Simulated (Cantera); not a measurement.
A Cantera script and its output.

```python
import numpy as np
import cantera as ct

gas = ct.Solution("gri30.yaml")
gas.TPX = 1623, 101325, {'CH4': 1, 'N2': 2, 'H2O': 0.056}
reactor = ct.IdealGasConstPressureReactor(gas, energy="off", clone=False)
net = ct.ReactorNet([reactor])
net.rtol, net.atol = 1e-08, 1e-18
show = ['CH4', 'C2H6', 'CH2', 'HCN', 'C2H4', 'H2', 'CH3']
times = np.geomspace(0.0004, 200, 14)

steps = ct.SolutionArray(gas, extra=["t"])
rows = []
print(f"{'t/s':>10s}{'T/K':>9s}{'P/Pa':>11s}" + "".join(f"{s:>11s}" for s in show))
for t in times:
    while net.time < t:
        t_next = net.step()
        steps.append(gas.state, t=t_next)
    rows.append([np.interp(t, steps.t, y) for y in (steps.T, steps.P, *steps(*show).X.T)])
    print(f"{t:10.3e}{rows[-1][0]:9.1f}{rows[-1][1]:11.4g}" + "".join(f"{x:11.3e}" for x in rows[-1][2:]))
rate = np.gradient(steps.T, steps.t)
print("integrator steps:", len(steps.t))
if steps.T.max() > steps.T[0] + 200:
    print(f"time of steepest temperature rise: {steps.t[rate.argmax()]:.4e} s")
gas.TPX = 1623, 101325, {'CH4': 1, 'N2': 2, 'H2O': 0.056}
gas.equilibrate("TP")
print(f"equilibrium (TP): T = {gas.T:.1f} K  " + "  ".join(f"{s} {gas[s].X[0]:.3e}" for s in show))
```

It prints:

```
       t/s      T/K       P/Pa        CH4       C2H6        CH2        HCN       C2H4         H2        CH3
 4.000e-04   1623.0  1.013e+05  3.256e-01  3.130e-04  2.883e-08  2.144e-12  1.851e-04  9.260e-04  4.567e-04
 1.098e-03   1623.0  1.013e+05  3.214e-01  9.413e-04  6.124e-08  1.579e-11  1.245e-03  4.092e-03  6.700e-04
 3.012e-03   1623.0  1.013e+05  3.049e-01  1.419e-03  8.817e-08  1.612e-10  5.629e-03  1.923e-02  7.885e-04
 8.264e-03   1623.0  1.013e+05  2.650e-01  8.292e-04  6.324e-08  1.019e-09  7.989e-03  6.374e-02  6.164e-04
 2.268e-02   1623.0  1.013e+05  2.032e-01  3.651e-04  4.038e-08  3.707e-09  4.121e-03  1.368e-01  4.252e-04
 6.223e-02   1623.0  1.013e+05  1.286e-01  1.279e-04  2.526e-08  1.032e-08  2.690e-03  2.226e-01  2.622e-04
 1.707e-01   1623.0  1.013e+05  6.337e-02  3.222e-05  1.462e-08  2.377e-08  2.912e-03  2.971e-01  1.353e-04
 4.685e-01   1623.0  1.013e+05  2.795e-02  8.284e-06  8.196e-09  4.731e-08  3.402e-03  3.388e-01  6.421e-05
 1.286e+00   1623.0  1.013e+05  1.896e-02  5.050e-06  5.829e-09  9.074e-08  3.537e-03  3.533e-01  4.472e-05
 3.528e+00   1623.0  1.013e+05  1.812e-02  4.760e-06  4.949e-09  1.880e-07  3.507e-03  3.600e-01  4.241e-05
 9.680e+00   1623.0  1.013e+05  1.788e-02  4.669e-06  4.585e-09  4.313e-07  3.489e-03  3.629e-01  4.166e-05
 2.656e+01   1623.0  1.013e+05  1.786e-02  4.664e-06  4.565e-09  1.109e-06  3.488e-03  3.631e-01  4.162e-05
 7.289e+01   1623.0  1.013e+05  1.786e-02  4.664e-06  4.565e-09  3.106e-06  3.488e-03  3.631e-01  4.162e-05
 2.000e+02   1623.0  1.013e+05  1.786e-02  4.664e-06  4.565e-09  9.421e-06  3.488e-03  3.631e-01  4.162e-05
integrator steps: 1810
equilibrium (TP): T = 1623.0 K  CH4 1.403e-02  C2H6 2.836e-06  CH2 3.535e-09  HCN 9.110e-02  C2H4 2.092e-03  H2 3.682e-01  CH3 3.246e-05
```

Model: GRI-Mech 3.0 (53 species, 325 reactions), integrated in Cantera. GRI-Mech 3.0 stops at C3 and has no aromatics, soot or wall deposition, so with more carbon than oxygen in the feed, carbon stays in small species such as C2H2 where larger ones or solid carbon would form.
